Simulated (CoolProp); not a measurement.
Vapour-liquid equilibrium of m-xylene (1) + n-decane (2) at 32.25 °C; x and y are mole fractions of (1).

The numbers come from the multi-fluid Helmholtz-energy mixture model, Zhou 2012 and Lemmon 2006; pair parameters Bell 2016 in CoolProp.

```tsv
x	bubble pressure (MPa)	y at the bubble point	dew pressure at overall composition x (MPa)	liquid density (mol/L)
0.05	0.0003827	___	___	5.166
0.2	0.0006143	0.608	0.0003587	5.490
0.35	0.0008230	0.758	0.0004239	5.851
0.5	0.001021	0.847	0.0005174	6.256
0.65	0.001216	___	___	___
0.8	0.001413	0.953	___	7.231
0.95	0.001612	0.990	0.001396	7.823
```

Q: Complete the blanks.

A: 
- 0.05, y at the bubble point: 0.261
- 0.05, dew pressure at overall composition x (MPa): 0.0003107
- 0.65, y at the bubble point: 0.908
- 0.65, dew pressure at overall composition x (MPa): 0.0006613
- 0.65, liquid density (mol/L): 6.712
- 0.8, dew pressure at overall composition x (MPa): 0.0009070

No azeotrope shows between x = 0.05 and 0.95.

The pair parameters rest on a limited set of measurements; away from them the model extrapolates.
